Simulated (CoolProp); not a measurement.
Values from CoolProp's reference Helmholtz-energy equation of state, Setzmann 1991.

Give the vapour pressure (kPa), liquid cp (kJ/(kg K)), vapour Z, vapour viscosity (µPa s) of saturated methane at 126, 130.2, 176.6 K.


| T (K) | p (kPa) | liquid cp (kJ/(kg K)) | vapour Z | vapour viscosity (µPa s) |
|---|---|---|---|---|
| 126 | 287 | 3.61 | 0.925 | 4.83 |
| 130.2 | 372 | 3.66 | 0.911 | 5.00 |
| 176.6 | 2930 | 6.25 | 0.613 | 8.10 |

Viscosity comes from a separate model (Quiñones-Cisneros 2006).
